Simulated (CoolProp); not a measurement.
The fluoroketone C6F12O (FK-5-1-12) at 296.26 K and 0.637 MPa is throttled through a valve to 0.14 MPa with no heat exchange. Each further row changes one setting.

Values from CoolProp's reference Helmholtz-energy equation of state, McLinden 2015.

```csv
case,temperature change (K)
as stated,+0.1
outlet pressure 0.042 MPa,+0.2
outlet pressure 0.182 MPa,+0.1
```
